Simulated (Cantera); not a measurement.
# Thermodynamics of carbothermic reduction, feed Fe2O3 + CO + CH4

Input: 1 mol Fe2O3, a varied amount of CO, 0.41 mol CH4, held at 1700 K and 0.310 bar.

Cantera equilibrium calculation (NASA polynomials, part measured and part estimated; ideal gas, pure solids and liquids). Candidate condensed phases: C, C6H6, C7H8, C8H18, Fe, Fe(CO)5, FeO, Fe(OH)2, Fe(OH)3, Fe2O3, Fe3O4, H2O; 114 gas species. Mutual solubility and eutectic melting of coexisting phases are not modelled. The tables' stoichiometric FeO is somewhat more stable than real wüstite, so its field is too wide. FeO: taken at fixed stoichiometry. Equilibrium is a limit: real reactors are often held back by kinetics, nucleation or transport.

| n(CO) (mol) | x CO | x H2 | x H2O | x CO2 | x H | n FeO(l) | n Fe(δ) |
|---|---|---|---|---|---|---|---|
| 0.56 | 0.429 | 0.241 | 0.217 | 0.113 | 0.000130 | 2.00 | 0 |
| 0.74 | 0.471 | 0.229 | 0.187 | 0.112 | 0.000127 | 2.00 | 0 |
| 0.98 | 0.518 | 0.215 | 0.156 | 0.111 | 0.000123 | 2.00 | 0 |
| 1.3 | 0.569 | 0.198 | 0.127 | 0.107 | 0.000118 | 2.00 | 0 |
| 1.7 | 0.619 | 0.180 | 0.100 | 0.101 | 0.000112 | 2.00 | 0 |
| 2.3 | 0.675 | 0.158 | 0.0743 | 0.0929 | 0.000105 | 2.00 | 0 |
| 3 | 0.709 | 0.132 | 0.0619 | 0.0973 | 9.61e-5 | 1.92 | 0.0832 |
| 4 | 0.741 | 0.107 | 0.0500 | 0.102 | 8.64e-5 | 1.80 | 0.204 |
| 5.3 | 0.769 | 0.0854 | 0.0401 | 0.106 | 7.74e-5 | 1.64 | 0.361 |
| 6.9 | 0.791 | 0.0686 | 0.0322 | 0.108 | 6.93e-5 | 1.45 | 0.554 |
| 9.2 | 0.810 | 0.0535 | 0.0251 | 0.111 | 6.12e-5 | 1.17 | 0.831 |
| 12 | 0.825 | 0.0422 | 0.0198 | 0.113 | 5.43e-5 | 0.831 | 1.17 |
| 16 | 0.837 | 0.0324 | 0.0152 | 0.115 | 4.76e-5 | 0.348 | 1.65 |
x: gas mole fraction; n: condensed amount in mol.

From 0.56 mol CO to 2.3 mol CO the condensed part is FeO(l). From 3 mol CO to 16 mol CO the condensed part is Fe(δ) + FeO(l). The main Fe-bearing gas is Fe(OH)2 at 0.56 mol CO and Fe at 16 mol CO.
